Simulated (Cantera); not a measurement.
An isothermal plug-flow reactor at 675 K and 1.01 bar (inlet), inlet velocity 0.1 m/s, active area per volume 100 1/m; feed CO : O2 : N2 : H2O = 0.0097 : 0.016 : 0.79 : 0.039 (molar parts).

Computed with Cantera and Deutschmann's 1995 Pt surface mechanism with GRI-Mech 3.0 gas chemistry. Catalytic surfaces can have several steady states; this one follows from the mechanism file's or the stated starting coverage. Mass transfer to the wall is taken as infinitely fast.

x: gas mole fraction; θ: surface coverage.

| z (m) | x CO | x O2 | x H2O | x CO2 | θ free Pt | θ O* | θ OH* | θ CO* |
|---|---|---|---|---|---|---|---|---|
| 0.00034 | 0.0112 | 0.0187 | 0.0456 | 0.000101 | 0.0300 | 0.00275 | 0.000456 | 0.967 |
| 0.00061 | 0.0112 | 0.0186 | 0.0456 | 0.000183 | 0.0301 | 0.00277 | 0.000458 | 0.967 |
| 0.0011 | 0.0110 | 0.0186 | 0.0456 | 0.000331 | 0.0303 | 0.00280 | 0.000462 | 0.966 |
| 0.0019 | 0.0108 | 0.0184 | 0.0456 | 0.000576 | 0.0307 | 0.00285 | 0.000469 | 0.966 |
| 0.0034 | 0.0103 | 0.0182 | 0.0457 | 0.00105 | 0.0314 | 0.00295 | 0.000483 | 0.965 |
| 0.0061 | 0.00941 | 0.0178 | 0.0457 | 0.00195 | 0.0330 | 0.00318 | 0.000513 | 0.963 |
| 0.011 | 0.00758 | 0.0169 | 0.0457 | 0.00379 | 0.0370 | 0.00383 | ? | 0.959 |
| 0.019 | 0.00288 | 0.0145 | 0.0458 | 0.00852 | 0.0654 | 0.0107 | ? | 0.922 |
| 0.034 | 0.000223 | 0.0132 | 0.0459 | 0.0112 | 0.0139 | 0.980 | ? | 0.000117 |

Task: Fill in the missing entries.

Result: 
- 0.011, θ OH*: 0.000597
- 0.019, θ OH*: 0.00133
- 0.034, θ OH*: 0.00586
